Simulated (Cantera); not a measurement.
Cantera run:

```python
import numpy as np
import cantera as ct

gas_names = """
    F F2 H HF H2 H2F2 H3F3 H4F4 H5F5 H6F6 H7F7 Si SiF SiF2 SiF3 SiF4 SiH SiHF3 SiH2 SiH2F2 SiH3 SiH3F
    SiH4 Si2 Si3
""".split()
cond_names = """
    Si(cr) Si(L)
""".split()


# ... load() reads the species with a 1 bar reference pressure and builds the phases ...
atoms = {
    'Si': {'Si': 1},
    'F2': {'F': 2},
    'H2': {'H': 2},
}
top_T = {}  # K; cautious upper limits of use, not melting points


# ... equilibrate(T, P, feed) seeds the gas with the atoms and calls Mixture.equilibrate('TP', solver="vcs", rtol=1e-11, max_steps=5000) ...
results = []
feed = {'Si': 1, 'F2': 0.67, 'H2': 76}  # mol
T = 1723.15  # K
P = 100000  # Pa
mix = equilibrate(T, P, feed)
results.append((T, P, feed, dict(zip(mix.species_names, mix.species_moles))))
print(gas.report(threshold=1e-05))
for i in range(1, mix.n_phases):
    print(f"{mix.phase(i).name:16s} {mix.phase_moles(i):12.5e} mol")
```

It prints:

```
       temperature   1723.2 K
          pressure   1e+05 Pa
           density   0.017329 kg/m^3
  mean mol. weight   2.4828 kg/kmol
   phase of matter   gas

                          1 kg             1 kmol
                     ---------------   ---------------
          enthalpy         1.523e+07        3.7813e+07  J
   internal energy        9.4594e+06        2.3486e+07  J
           entropy             74594         1.852e+05  J/K
    Gibbs function       -1.1331e+08       -2.8132e+08  J
 heat capacity c_p             13488             33488  J/K
 heat capacity c_v             10139             25173  J/K

                      mass frac. Y      mole frac. X     chem. pot. / RT
                     ---------------   ---------------   ---------------
                 H        7.3845e-05        0.00018189            -9.512
                HF          0.020465         0.0025396           -49.194
                H2           0.80557            0.9921           -19.024
              SiF2          0.031969         0.0012011           -84.371
              SiF3          0.060744         0.0017726           -124.05
              SiF4          0.044378         0.0010586           -163.74
             SiHF3          0.028314        0.00081658           -133.57
              SiH2        0.00020446        1.6864e-05           -24.031
            SiH2F2          0.007581         0.0002764           -103.39
             SiH3F        0.00055843         2.767e-05           -73.225
     [  +15 minor]        0.00013878        8.6692e-06

Si(L)             6.04136e-01 mol
```

Cantera equilibrium calculation (NASA polynomials, part measured and part estimated; ideal gas, pure solids and liquids). The tables' values for SiF3, SiF2 are old estimates; treat these amounts as uncertain. Gases not in the tables: Si2H6 and higher silanes.
